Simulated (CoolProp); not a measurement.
Saturation properties of carbon monoxide (Tc = 132.9 K, pc = 3.498 MPa, ω = 0.050).

Model: reference Helmholtz-energy equation of state, Lemmon 2006, in CoolProp. It is a short technical equation, of lower accuracy than the large ones.

| T (K) | p (MPa) | liquid density (kg/m³) | enthalpy of vaporisation (kJ/kg) | liquid cp (kJ/(kg K)) |
|---|---|---|---|---|
| 84.4 | ___ | 781.0 | 210.8 | 2.155 |
| 88.6 | 0.2092 | ___ | 204.4 | 2.178 |
| 92.8 | 0.3062 | 742.0 | 197.6 | ___ |
| 97.1 | 0.4364 | 720.5 | 189.9 | 2.262 |
| 101.3 | 0.5986 | 698.4 | 181.6 | 2.329 |
| 105.5 | 0.8004 | 674.8 | 172.3 | 2.420 |
| 109.7 | ___ | 649.3 | 161.9 | ___ |
| 113.9 | ___ | 621.4 | 150.0 | 2.731 |
| 118.1 | 1.697 | 590.2 | 136.1 | 3.016 |
| 122.3 | ___ | 554.0 | 119.3 | 3.513 |
| 126.5 | 2.598 | 509.1 | ___ | 4.635 |
| 130.8 | 3.181 | 439.2 | 63.42 | 10.56 |

Problem. Fill in the missing entries.

Solution. 
- 84.4, p (MPa): 0.1372
- 88.6, liquid density (kg/m³): 761.9
- 92.8, liquid cp (kJ/(kg K)): 2.212
- 109.7, p (MPa): 1.047
- 109.7, liquid cp (kJ/(kg K)): 2.547
- 113.9, p (MPa): 1.344
- 122.3, p (MPa): 2.112
- 126.5, enthalpy of vaporisation (kJ/kg): 97.75

It boils at 81.6 K under 1 atm.
